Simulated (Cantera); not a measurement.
A Cantera script and its output.

```python
import numpy as np
import cantera as ct

gas = ct.Solution("gri30.yaml")
gas.TPX = 1573, 140000, {'CH4': 1, 'H2': 1.8}
reactor = ct.IdealGasConstPressureReactor(gas, energy="off", clone=False)
net = ct.ReactorNet([reactor])
net.rtol, net.atol = 1e-08, 1e-18
show = ['CH4', 'H2', 'C2H4', 'CH3', 'C2H6', 'CH2', 'C2H2']
times = np.geomspace(8e-06, 3, 11)

steps = ct.SolutionArray(gas, extra=["t"])
rows = []
print(f"{'t/s':>10s}{'T/K':>9s}{'P/Pa':>11s}" + "".join(f"{s:>11s}" for s in show))
for t in times:
    while net.time < t:
        t_next = net.step()
        steps.append(gas.state, t=t_next)
    rows.append([np.interp(t, steps.t, y) for y in (steps.T, steps.P, *steps(*show).X.T)])
    print(f"{t:10.3e}{rows[-1][0]:9.1f}{rows[-1][1]:11.4g}" + "".join(f"{x:11.3e}" for x in rows[-1][2:]))
rate = np.gradient(steps.T, steps.t)
print("integrator steps:", len(steps.t))
if steps.T.max() > steps.T[0] + 200:
    print(f"time of steepest temperature rise: {steps.t[rate.argmax()]:.4e} s")
gas.TPX = 1573, 140000, {'CH4': 1, 'H2': 1.8}
gas.equilibrate("TP")
print(f"equilibrium (TP): T = {gas.T:.1f} K  " + "  ".join(f"{s} {gas[s].X[0]:.3e}" for s in show))
```

It prints:

```
       t/s      T/K       P/Pa        CH4         H2       C2H4        CH3       C2H6        CH2       C2H2
 8.000e-06   1573.0    1.4e+05  3.571e-01  6.429e-01  2.214e-09  1.553e-05  1.870e-08  2.797e-11  2.662e-13
 2.887e-05   1573.0    1.4e+05  3.571e-01  6.429e-01  1.155e-07  5.431e-05  8.332e-07  3.580e-10  7.418e-11
 1.042e-04   1573.0    1.4e+05  3.569e-01  6.429e-01  4.490e-06  1.419e-04  2.360e-05  2.445e-09  1.975e-08
 3.761e-04   1573.0    1.4e+05  3.564e-01  6.431e-01  8.208e-05  1.952e-04  1.518e-04  4.594e-09  2.096e-06
 1.357e-03   1573.0    1.4e+05  3.546e-01  6.442e-01  6.458e-04  2.181e-04  2.599e-04  5.740e-09  8.326e-05
 4.899e-03   1573.0    1.4e+05  3.480e-01  6.481e-01  2.080e-03  2.161e-04  2.597e-04  5.748e-09  1.266e-03
 1.768e-02   1573.0    1.4e+05  3.252e-01  6.624e-01  3.489e-03  2.041e-04  2.328e-04  5.495e-09  8.479e-03
 6.381e-02   1573.0    1.4e+05  2.631e-01  7.014e-01  5.632e-03  1.706e-04  1.655e-04  4.767e-09  2.957e-02
 2.303e-01   1573.0    1.4e+05  1.631e-01  7.640e-01  9.889e-03  1.165e-04  9.163e-05  3.644e-09  6.279e-02
 8.312e-01   1573.0    1.4e+05  1.135e-01  7.950e-01  1.236e-02  8.898e-05  7.083e-05  3.110e-09  7.895e-02
 3.000e+00   1573.0    1.4e+05  1.120e-01  7.959e-01  1.243e-02  8.817e-05  7.039e-05  3.095e-09  7.941e-02
integrator steps: 741
equilibrium (TP): T = 1573.0 K  CH4 1.120e-01  H2 7.959e-01  C2H4 1.243e-02  CH3 8.817e-05  C2H6 7.039e-05  CH2 3.095e-09  C2H2 7.941e-02
```

Detailed kinetics in Cantera: GRI-Mech 3.0 (53 species, 325 reactions). GRI-Mech 3.0 stops at C3 and has no aromatics, soot or wall deposition, so with more carbon than oxygen in the feed, carbon stays in small species such as C2H2 where larger ones or solid carbon would form.
